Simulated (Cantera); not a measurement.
**Premixed flame**

A freely propagating, adiabatic, planar premixed flame of 20.3 % H2, 13.8 % O2, 65.9 % N2, equivalence ratio 0.74, unburnt at 398 K and 760 Torr; mixture-averaged transport, grid criteria slope 0.08 and curve 0.16, no radiation.

Model: the H2/O2 subset of GRI-Mech 3.0, which has no nitrogen chemistry, integrated in Cantera. Burning velocities carry a grid error of a few per cent, more on coarse grids.

```tsv
z (mm)	T (K)	u (m/s)	x H2	x O2	x H2O2	x H	x OH	x O
-1.21	398	1.54	0.203	0.138	<1e-8	<1e-8	<1e-8	<1e-8
-0.804	398	1.54	0.203	0.138	<1e-8	<1e-8	<1e-8	<1e-8
-0.603	398	1.54	0.202	0.138	1.66e-8	<1e-8	<1e-8	<1e-8
-0.402	400	1.54	0.198	0.138	3.02e-7	<1e-8	<1e-8	2.77e-8
-0.201	460	1.72	0.171	0.141	3.21e-5	1.04e-5	2.09e-5	3.35e-6
-0.100	729	2.65	0.130	0.133	5.23e-5	0.00131	0.000544	0.000150
0	1093	3.90	0.0768	0.105	1.20e-5	0.00773	0.00147	0.00181
0.100	1354	4.80	0.0353	0.0722	4.79e-6	0.0135	0.00399	0.00486
0.201	1503	5.31	0.0180	0.0552	2.87e-6	0.0133	0.00615	0.00609
0.402	1649	5.80	0.0107	0.0471	1.40e-6	0.00858	0.00753	0.00524
0.804	1766	6.18	0.00697	0.0442	6.97e-7	0.00390	0.00718	0.00325
1.61	1845	6.43	0.00366	0.0427	3.83e-7	0.00132	0.00568	0.00161
3.22	1887	6.56	0.00149	0.0422	2.11e-7	0.000321	0.00381	0.000635
```
x: mole fraction of selected species; z is measured from the peak of heat release.

- laminar burning velocity: 154 cm/s
- thermal thickness: 0.402 mm
- peak x(H2O2): 5.92e-5
- peak x(H): 0.0139
- peak x(OH): 0.00759
- peak x(O): 0.00612
